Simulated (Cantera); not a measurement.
A freely propagating, adiabatic, planar premixed flame of 29.1 % H2, 15.5 % O2, 55.5 % N2, unburnt at 598 K and 750 Torr; mixture-averaged transport, grid criteria slope 0.08 and curve 0.16, no radiation.

Detailed kinetics in Cantera: the H2/O2 subset of GRI-Mech 3.0, which has no nitrogen chemistry. Burning velocities carry a grid error of a few per cent, more on coarse grids.

Q: Predict: laminar burning velocity; thermal thickness; peak x(H2O2); peak x(OH); peak x(O); peak x(H).

A: 
| Property | Result |
|---|---|
| laminar burning velocity | 739 cm/s |
| thermal thickness | 0.463 mm |
| peak x(H2O2) | 1.56e-5 |
| peak x(OH) | 0.0204 |
| peak x(O) | 0.0150 |
| peak x(H) | 0.0574 |
